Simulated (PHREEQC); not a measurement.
Solution (25 °C): 17 mmol/kgw HF, 10 mmol/kgw NaF and 0.0033 mmol/kgw H4SiO4. Closed to the air; pH follows from the charge balance.

Model: ion-association model, wateq4f.dat, run in PHREEQC.

Each row changes one thing in this solution. No solid was allowed to form.

```json
[
 {"case": "as made", "pH": "2.99", "ionic strength (mol/kgw)": "0.0111", "HF (mol/kgw)": "0.0142", "F- (mol/kgw)": "0.0105", "HF2- (mol/kgw)": "0.000574", "H2F2 (mol/kgw)": "0.000530"},
 {"case": "0.00074 mol/kgw CO2 added", "pH": "2.99", "ionic strength (mol/kgw)": "0.0111", "HF (mol/kgw)": "0.0142", "F- (mol/kgw)": "0.0105", "HF2- (mol/kgw)": "0.000574", "H2F2 (mol/kgw)": "0.000530"},
 {"case": "NaF from 0.01 to 0.001 mol/kgw", "pH": "2.58", "ionic strength (mol/kgw)": "0.00378", "HF (mol/kgw)": "0.0131", "F- (mol/kgw)": "0.00359", "HF2- (mol/kgw)": "0.000181", "H2F2 (mol/kgw)": "0.000450"},
 {"case": "diluted 10-fold with water", "pH": "3.28", "ionic strength (mol/kgw)": "0.00154", "HF (mol/kgw)": "0.00114", "F- (mol/kgw)": "0.00153", "HF2- (mol/kgw)": "?", "H2F2 (mol/kgw)": "?"},
 {"case": "NaF left out", "pH": "2.52", "ionic strength (mol/kgw)": "0.00318", "HF (mol/kgw)": "0.0128", "F- (mol/kgw)": "0.00302", "HF2- (mol/kgw)": "0.000149", "H2F2 (mol/kgw)": "0.000427"},
 {"case": "H4SiO4 left out", "pH": "2.99", "ionic strength (mol/kgw)": "0.0111", "HF (mol/kgw)": "0.0143", "F- (mol/kgw)": "0.0105", "HF2- (mol/kgw)": "0.000575", "H2F2 (mol/kgw)": "0.000531"}
]
```

**Question.** Fill in the missing entries.

**Answer.** 
- diluted 10-fold with water, HF2- (mol/kgw): 6.73e-6
- diluted 10-fold with water, H2F2 (mol/kgw): 3.41e-6

SiF6-2 is the database's only silicon fluoride.
